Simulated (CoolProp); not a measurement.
Cyclopropane at several states: fugacity coefficient from the reference equation and from simpler models built on Tc = 398.7 K, pc = 5605 kPa, ω = 0.131; each cubic takes its own stable root.

Model: reference Helmholtz-energy equation of state, Polt 1992, in CoolProp. This equation is an older, rougher fit; its heat capacities, sound speeds and derivatives of the liquid may be far off and weren't checked against measurements.

```csv
T (K),p (kPa),phase,reference,van der Waals,Redlich-Kwong
430,2030,gas,0.9031,0.9114,0.9031
294.5,919,liquid,0.6409,0.9010,0.7416
424.2,46.5,gas,0.9976,0.9979,0.9976
429.7,28000,supercritical,0.3192,0.3754,0.3361
```

At some of these states van der Waals gives the other phase, because its saturation line lies elsewhere.
